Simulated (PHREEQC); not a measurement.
Consider water at 25 °C with 0.0026 mol (NH4)2SiF6 per kg of water. Closed to the air; pH follows from the charge balance.

All values are PHREEQC results (ion-association model, wateq4f.dat), not measurements.

Precipitation was switched off in this run.

### Question
Predict the pH, ionic strength.

### Answer
pH 3.22; ionic strength 0.00794 mol/kgw.

### Question
In which forms is Si present?

### Answer
SiF6-2 80 %, H4SiO4 20 % of the Si.

Saturation is exceeded, for instance for Quartz (slow to form), Chalcedony (slow to form); the values hold only as long as no solid forms. SiF6-2 is the database's only silicon fluoride.
